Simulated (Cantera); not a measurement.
A closed system holds: 1 mol Ta₂O₅, 8.5 mol CO, 0.24 mol H₂, 4.6 mol C, equilibrated at 1500 K and 12000 Pa.

Equilibrium computed with Cantera from the NASA thermochemical tables; the gas is ideal and each condensed phase is pure. Candidate condensed phases: C, C₆H₆, C₇H₈, C₈H₁₈, H₂O, Ta, TaC, Ta₂O₅; 113 gas species. Mutual solubility and eutectic melting of coexisting phases are not modelled. TaC: taken at fixed stoichiometry. Condensed phases not in the tables: Ta₂C. The numbers say what is thermodynamically allowed, not how fast it happens.

What is the equilibrium state?


```json
{
 "x(CO)": "0.979",
 "x(H₂)": "0.0199",
 "x(CO₂)": "0.00110",
 "x(H₂O)": "5.80e-5",
 "x(H)": "7.17e-6",
 "n(TaC(s))": "1.32 mol",
 "n(Ta₂O₅(s))": "0.341 mol",
 "gas_amount": "12.02 mol",
 "log10 activity of C(graphite) (absent)": "-1.16",
 "log10 activity of Ta(s) (absent)": "-3.73"
}
```
